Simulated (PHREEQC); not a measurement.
Consider water at 3.4 °C with 0.003 mol KHF2 and 0.1 mol HBF4 per kg of water. Closed to the air; pH follows from the charge balance.

The numbers come from PHREEQC with the ion-association model, phreeqc.dat.

| quantity | before | after |
|---|---|---|
| pH | 1.10 | 1.11 |
| ionic strength (mol/kgw) | 0.0991 | 0.0969 |
| BF4- (mol/kgw) | 0.0969 | 0.0941 |
| HF (mol/kgw) | 0.0123 | 0.0217 |
| BF3OH- (mol/kgw) | 0.00189 | 0.00232 |
| H3BO3 (mol/kgw) | 0.00111 | 0.00325 |

Task: Which change was made?
A) temperature from 3.4 to 85 °C
B) diluted 5-fold with water
C) diluted 100-fold with water
D) temperature from 3.4 to 45 °C
E) KHF2 left out

Result: D, temperature from 3.4 to 45 °C

This is a speciation only: nothing precipitates in the calculation. Away from 25 °C the constants follow the database's enthalpies or fits; those with neither stay at their 25 °C values. Real BF4- forms and hydrolyses slowly; the run takes it at equilibrium.
